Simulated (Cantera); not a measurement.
An isothermal, constant-pressure homogeneous reactor starts with 12.0 % H2, 75.2 % O2, 12.8 % N2, equivalence ratio 0.080, at 1348 K and 4.20 Torr.

Cantera simulation using the H2/O2 subset of GRI-Mech 3.0, which has no nitrogen chemistry; the numbers are that mechanism's predictions, not measurements. Radical loss at walls, strong at low pressure, is not modelled. The temperature is held fixed by assumption; the heat of reaction is taken as removed at once.

x: mole fraction; the columns are a selection and need not sum to one.

```tsv
t (s)	x H2	x O2	x H2O	x H	x H2O2	x HO2	x O
0.000200	0.120	0.752	7.78e-8	8.93e-8	1.08e-10	8.40e-8	7.27e-8
0.000419	0.120	0.752	8.06e-7	4.99e-7	4.67e-10	1.76e-7	4.84e-7
0.000878	0.120	0.752	2.84e-5	1.43e-5	(withheld)	3.74e-7	1.44e-5
0.00184	0.0902	0.732	0.0213	0.0105	(withheld)	1.09e-6	0.0108
0.00385	0.00463	0.668	0.0955	0.0301	5.99e-8	1.64e-6	0.0639
0.00808	0.00442	0.669	0.0966	0.0289	5.91e-8	1.64e-6	0.0629
0.0169	0.00426	0.672	0.0982	0.0270	5.98e-8	1.65e-6	0.0599
0.0355	0.00393	0.678	0.101	0.0233	6.10e-8	1.65e-6	0.0541
0.0743	0.00330	0.689	0.107	0.0172	6.23e-8	1.65e-6	0.0438
0.156	0.00226	0.705	0.114	0.00920	6.14e-8	1.57e-6	0.0287
0.326	0.00109	0.721	0.121	0.00293	(withheld)	1.28e-6	0.0133
0.683	0.000353	0.731	0.125	0.000526	(withheld)	7.77e-7	0.00423
1.43	9.18e-5	0.734	0.127	6.91e-5	(withheld)	3.33e-7	0.00109
3.00	2.40e-5	0.735	0.128	9.19e-6	(withheld)	1.22e-7	0.000285
```

Problem. Fill in the missing entries.

Solution. 
- 0.000878, x H2O2: 1.98e-9
- 0.00184, x H2O2: 3.74e-8
- 0.326, x H2O2: 5.24e-8
- 0.683, x H2O2: 3.47e-8
- 1.43, x H2O2: 1.84e-8
- 3.00, x H2O2: 8.81e-9
